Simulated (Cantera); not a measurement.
Ignition delay

Mixture: 11.4 % CO, 5.03 % H2, 12.1 % O2, 71.4 % N2, at 101000 Pa, adiabatic and at constant pressure. Ignition delay is the time to a rise of 400 K.

Detailed kinetics in Cantera: GRI-Mech 3.0 (53 species, 325 reactions). Where the delays flatten at high temperature, the 400 K rule measures the pace of heat release, not the induction time.

```json
[
 {"T0 (K)": "1300", "delay (ms)": "0.0959"},
 {"T0 (K)": "1400", "delay (ms)": "0.0849"},
 {"T0 (K)": "1500", "delay (ms)": "0.0831"},
 {"T0 (K)": "1600", "delay (ms)": "0.0877"},
 {"T0 (K)": "1700", "delay (ms)": "0.0974"},
 {"T0 (K)": "1800", "delay (ms)": "0.111"},
 {"T0 (K)": "1900", "delay (ms)": "0.129"}
]
```
